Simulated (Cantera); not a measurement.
A Cantera script and its output.

```python
import numpy as np
import cantera as ct

gas = ct.Solution("h2o2.yaml")
gas.TPX = 600, 660000, {'H2': 1, 'O2': 0.562, 'N2': 1.8}
flame = ct.FreeFlame(gas, width=0.011)
flame.set_refine_criteria(ratio=3, slope=0.08, curve=0.16)
flame.transport_model = "mixture-averaged"
flame.solve(loglevel=0, auto=True)
flame.transport_model = "multicomponent"
flame.soret_enabled = True
flame.solve(loglevel=0, refine_grid=True)
z, T = flame.grid, flame.T
thick = (T[-1] - T[0]) / np.gradient(T, z).max()
show = ['H2', 'O2', 'O', 'H', 'H2O', 'H2O2']
print(f"laminar burning velocity  {flame.velocity[0] * 100:.3f} cm/s")
print(f"burnt temperature         {T[-1]:.1f} K")
print(f"thermal thickness         {thick * 1e3:.4f} mm")
print(f"grid points               {len(z)}")
z0 = z[flame.heat_release_rate.argmax()]
print(f"{'z/mm':>9s}{'T/K':>9s}{'u/(m/s)':>9s}" + "".join(f"{s:>11s}" for s in show))
rows = []
for k in (-3, -2, -1.5, -1, -0.5, -0.25, 0, 0.25, 0.5, 1, 2, 4, 8):
    zz = z0 + k * thick
    rows.append([k * thick, np.interp(zz, z, T), np.interp(zz, z, flame.velocity),
                 *(np.interp(zz, z, flame.X[gas.species_index(s)]) for s in show)])
    print(f"{rows[-1][0] * 1e3:9.3f}{rows[-1][1]:9.1f}{rows[-1][2]:9.3f}" + "".join(f"{x:11.3e}" for x in rows[-1][3:]))
```

It prints:

```
laminar burning velocity  640.538 cm/s
burnt temperature         2614.9 K
thermal thickness         0.0384 mm
grid points               105
     z/mm      T/K  u/(m/s)         H2         O2          O          H        H2O       H2O2
   -0.115    600.0    6.405  2.974e-01  1.672e-01  1.254e-12  2.404e-14  2.486e-09  4.615e-12
   -0.077    600.0    6.404  2.973e-01  1.672e-01  1.528e-10  2.971e-12  1.198e-07  3.199e-10
   -0.058    600.1    6.400  2.967e-01  1.673e-01  2.059e-09  4.095e-11  1.134e-06  3.748e-09
   -0.038    601.0    6.379  2.929e-01  1.683e-01  7.135e-08  3.066e-09  2.612e-05  1.257e-07
   -0.019    649.6    6.620  2.591e-01  1.746e-01  1.223e-05  3.945e-05  3.150e-03  2.462e-05
   -0.010    948.9    9.291  2.080e-01  1.670e-01  4.269e-04  2.395e-03  3.561e-02  1.055e-04
    0.000   1436.3   13.755  1.329e-01  1.257e-01  3.858e-03  1.447e-02  1.226e-01  2.908e-05
    0.010   1786.9   16.993  6.993e-02  7.605e-02  8.450e-03  2.477e-02  2.083e-01  5.627e-06
    0.019   1983.2   18.782  4.354e-02  5.116e-02  1.021e-02  2.473e-02  2.487e-01  3.600e-06
    0.038   2181.4   20.499  3.130e-02  3.838e-02  9.053e-03  1.766e-02  2.734e-01  2.353e-06
    0.077   2357.8   21.938  2.409e-02  3.297e-02  6.051e-03  9.927e-03  2.913e-01  1.684e-06
    0.153   2492.8   22.991  1.675e-02  2.930e-02  3.593e-03  4.854e-03  3.072e-01  1.333e-06
    0.307   2574.4   23.605  1.116e-02  2.709e-02  2.208e-03  2.416e-03  3.181e-01  1.207e-06
```

Model: the H2/O2 subset of GRI-Mech 3.0, which has no nitrogen chemistry, integrated in Cantera. The hydrogen kinetics of GRI-Mech 3.0 are dated; newer H2 mechanisms differ, most at raised pressure. Burning velocities carry a grid error of a few per cent, more on coarse grids.
